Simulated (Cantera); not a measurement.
A Cantera script and its output.

```python
import numpy as np
import cantera as ct

gas = ct.Solution("gri30.yaml")


def delay(T, t_max=10):
    gas.TPX = T, 960000, {'CH3OH': 1, 'O2': 1.36, 'N2': 5.13, 'CO2': 1.2}
    reactor = ct.IdealGasReactor(gas, clone=False)
    net = ct.ReactorNet([reactor])
    net.rtol, net.atol = 1e-8, 1e-16
    while net.time < t_max:
        t_old, T_old = net.time, reactor.T
        net.step()
        if reactor.T > T + 400:  # ignition: a rise of 400 K
            return t_old + (T + 400 - T_old) / (reactor.T - T_old) * (net.time - t_old)
    return np.nan


taus = []
for T in [1200, 1275, 1350, 1425, 1500, 1575, 1650, 1725]:
    taus.append(delay(T))
    print(f"T0 = {T:6g} K   tau = {taus[-1]:.4e} s")
```

It prints:

```
T0 =   1200 K   tau = 1.4956e-03 s
T0 =   1275 K   tau = 4.5621e-04 s
T0 =   1350 K   tau = 1.6139e-04 s
T0 =   1425 K   tau = 6.5142e-05 s
T0 =   1500 K   tau = 2.9548e-05 s
T0 =   1575 K   tau = 1.4813e-05 s
T0 =   1650 K   tau = 8.0656e-06 s
T0 =   1725 K   tau = 4.6938e-06 s
```

Cantera simulation using GRI-Mech 3.0 (53 species, 325 reactions); the numbers are that mechanism's predictions, not measurements. GRI-Mech 3.0 was tuned for natural gas; its chemistry of methanol as a main component is partial and can be far from experiment.
